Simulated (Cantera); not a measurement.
Feed: 1 mol CuO, 0.32 mol C, 10 mol H2, at 2175 K and 0.840 bar.

These are equilibrium values from Cantera (NASA tables, ideal gas, pure condensed phases), not measurements of a reactor. Candidate condensed phases: C, C6H6, C7H8, C8H18, Cu, CuO, Cu(OH)2, Cu2O, H2O; 113 gas species. Kinetics and transport are ignored.

Base state: H2 0.878, H2O 0.0637, CO 0.0298, Cu 0.0228, H 0.00499, CO2 0.000416, Cu2 0.000162, OH 4.87e-5 (mole fractions); condensed: Cu(l).

Q: What changes in the equilibrium state with this change: temperature from 2175 K to 2250 K?

A: 
```
species       before     after
----------  --------  --------
H2             0.878     0.860
H2O           0.0637    0.0625
Cu            0.0228    0.0401
H            0.00499   0.00751
CO            0.0298    0.0292
Cu2         0.000162  0.000349
OH           4.87e-5   8.21e-5
CO2         0.000416  0.000390
Cu(l), mol     0.755     0.560
```

Q: What changes in the equilibrium state with this change: temperature from 2175 K to 875 K?

A: 
```csv
species,before,after
H2,0.878,0.870
H2O,0.0637,0.0971
CH4,3.84e-9,0.0284
CO,0.0298,0.00334
Cu,0.0228,<1e-9
H,0.00499,<1e-9
Cu2,0.000162,<1e-9
OH,4.87e-5,<1e-9
CO2,0.000416,0.000983
"Cu(l), mol",0.755,0
"Cu(s), mol",0,1.00
```
